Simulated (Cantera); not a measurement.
# Hg + H₂ + N₂ (iron carbonyl, mercury and lead vapours)

A closed system holds: 1 mol Hg, 0.056 mol H₂, 2.9 mol N₂, held at 425 °C and 0.0130 bar.

Equilibrium computed with Cantera from the NASA thermochemical tables; the gas is ideal and each condensed phase is pure. Candidate condensed phases: Hg; 10 gas species. Rates play no part.

```yaml
x(N₂): 0.733
x(Hg): 0.253
x(H₂): 0.0142
gas_amount: 3.956 mol
log10 activity of Hg(l) (absent): -2.96
```
